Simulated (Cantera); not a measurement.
Cantera run:

```python
import numpy as np
import cantera as ct

gas_names = """
    AL ALCL ALCL2 ALCL3 ALH ALN AL2 AL2CL6 CL CL2 H HCL H2 N NH NH2 NH3 N2 N2H2 N2H4
""".split()
cond_names = """
    AL(cr) AL(L) ALCL3(s) ALCL3(L) ALN(s) NH4CL(a) NH4CL(b)
""".split()


def load(file, names, dense=False):
    # The tables refer to 1 bar. Condensed volumes are neglected.
    table = {s.name: s for s in ct.Species.list_from_file(file)}
    out = []
    for n in names:
        d = dict(table[n].input_data)
        d["thermo"] = dict(d["thermo"], **{"reference-pressure": 1e5})
        if dense:
            d["equation-of-state"] = {"model": "constant-volume", "density": "1e6 g/cm^3"}
        out.append(ct.Species.from_dict(d))
    return out


gas = ct.Solution(thermo="ideal-gas", species=load("nasa_gas.yaml", gas_names))
cond = {s.name: ct.Solution(thermo="fixed-stoichiometry", species=[s], name=s.name)
        for s in load("nasa_condensed.yaml", cond_names, dense=True)}
atoms = {
    'AlN': {'AL': 1, 'N': 1},
    'H2': {'H': 2},
    'Cl2': {'CL': 2},
}
top_T = {'ALN(s)': 2750}  # K; cautious upper limits of use, not melting points


def equilibrate(T, P, feed):
    n = {}
    for name, mol in feed.items():
        for a, k in atoms[name].items():
            n[a] = n.get(a, 0.0) + k * mol
    gas.TPX = T, P, n
    mass = sum(n.values()) * gas.mean_molecular_weight
    gas.equilibrate("TP")
    valid = [c for c in cond.values() if c.min_temp <= T <= top_T.get(c.name, c.max_temp)]
    mix = ct.Mixture([(gas, mass / gas.mean_molecular_weight)] + [(c, 0.0) for c in valid])
    mix.T, mix.P = T, P
    mix.equilibrate("TP", solver="vcs", rtol=1e-11, max_steps=5000)
    return mix


results = []
feed = {'AlN': 1, 'H2': 140, 'Cl2': 0.68}  # mol
T = 1750  # K
P = 15  # Pa
mix = equilibrate(T, P, feed)
results.append((T, P, feed, dict(zip(mix.species_names, mix.species_moles))))
x = sorted(zip(gas.X, gas.species_names), reverse=True)
print(f"T = {T:g} K  P = {P:g} Pa  gas = {mix.phase_moles(0):.4g} mol")
print("   x: " + "  ".join(f"{s} {v:.3e}" for v, s in x if v > 1e-06))
print("   condensed (mol): " + ("  ".join(f"{mix.phase(i).name} {mix.phase_moles(i):.4g}"
      for i in range(1, mix.n_phases) if mix.phase_moles(i) > 1e-12) or "none"))
```

It prints:

```
T = 1750 K  P = 15 Pa  gas = 143.1 mol
   x: H2 9.679e-01  H 1.868e-02  ALCL 6.531e-03  N2 3.495e-03  HCL 2.926e-03  AL 4.537e-04  CL 4.357e-05  ALCL2 3.122e-06  ALH 2.861e-06
   condensed (mol): none
```

These are equilibrium values from Cantera (NASA tables, ideal gas, pure condensed phases), not measurements of a reactor.
